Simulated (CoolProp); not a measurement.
The fluid at 293.15 K and 0.0776 MPa is throttled through a valve to 0.0195 MPa with no heat exchange. The same conditions are run with several fluids, on thermodynamics alone (safety and materials aside).

Model: reference Helmholtz-energy equation of state of each fluid (fluoroethane (R161): Wu 2012; nitrous oxide: Lemmon 2006; R22: Kamei 1995; R114: Platzer 1990; methane: Setzmann 1991), in CoolProp. The equations of Platzer and Polt are older, rougher fits.

```csv
fluid,temperature change (K),final density (kg/m³)
fluoroethane (R161),-1.3,(withheld)
nitrous oxide,-0.7,(withheld)
R22,-1.3,(withheld)
R114,(withheld),(withheld)
methane,(withheld),(withheld)
```

Q: Fill in the missing entries.

A: 
- fluoroethane (R161), final density (kg/m³): 0.387
- nitrous oxide, final density (kg/m³): 0.353
- R22, final density (kg/m³): 0.697
- R114, temperature change (K): -1.1
- R114, final density (kg/m³): 1.38
- methane, temperature change (K): -0.3
- methane, final density (kg/m³): 0.129
